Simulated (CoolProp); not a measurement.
Vapour-liquid equilibrium of C3F8 (R218) (1) + R134a (2) at -36.55 °C; x and y are mole fractions of (1).

Computed with CoolProp (multi-fluid Helmholtz-energy mixture model, Lemmon 2006 and Tillner-Roth 1994; pair parameters Bell 2016).

```json
[
 {"x": "0.05", "bubble pressure, mixture model (bar)": "0.7934", "bubble pressure, Raoult's law (bar)": "0.6325", "y, mixture model": "0.258", "y, Raoult's law": "0.081"},
 {"x": "0.15", "bubble pressure, mixture model (bar)": "1.011", "bubble pressure, Raoult's law (bar)": "0.6737", "y, mixture model": "0.457", "y, Raoult's law": "0.228"},
 {"x": "0.25", "bubble pressure, mixture model (bar)": "1.119", "bubble pressure, Raoult's law (bar)": "0.7149", "y, mixture model": "0.536", "y, Raoult's law": "0.358"},
 {"x": "0.35", "bubble pressure, mixture model (bar)": "1.173", "bubble pressure, Raoult's law (bar)": "0.7562", "y, mixture model": "0.578", "y, Raoult's law": "0.474"},
 {"x": "0.45", "bubble pressure, mixture model (bar)": "1.201", "bubble pressure, Raoult's law (bar)": "0.7974", "y, mixture model": "0.606", "y, Raoult's law": "0.578"},
 {"x": "0.55", "bubble pressure, mixture model (bar)": "1.216", "bubble pressure, Raoult's law (bar)": "0.8387", "y, mixture model": "0.631", "y, Raoult's law": "0.672"},
 {"x": "0.65", "bubble pressure, mixture model (bar)": "1.223", "bubble pressure, Raoult's law (bar)": "0.8799", "y, mixture model": "0.659", "y, Raoult's law": "0.757"},
 {"x": "0.75", "bubble pressure, mixture model (bar)": "1.217", "bubble pressure, Raoult's law (bar)": "0.9211", "y, mixture model": "0.699", "y, Raoult's law": "0.834"},
 {"x": "0.85", "bubble pressure, mixture model (bar)": "1.186", "bubble pressure, Raoult's law (bar)": "0.9624", "y, mixture model": "0.766", "y, Raoult's law": "0.905"},
 {"x": "0.95", "bubble pressure, mixture model (bar)": "1.101", "bubble pressure, Raoult's law (bar)": "1.004", "y, mixture model": "0.891", "y, Raoult's law": "0.970"}
]
```

The largest gap from Raoult's law is +56.5 % in bubble pressure, at x = 0.25. y crosses x between x = 0.65 and 0.75: the model has an azeotrope there.

Pair parameters are fitted to limited data, so mixtures are less certain than the pure fluids. With so large a gap from Raoult's law the liquid may split in two, which this calculation doesn't test in full.
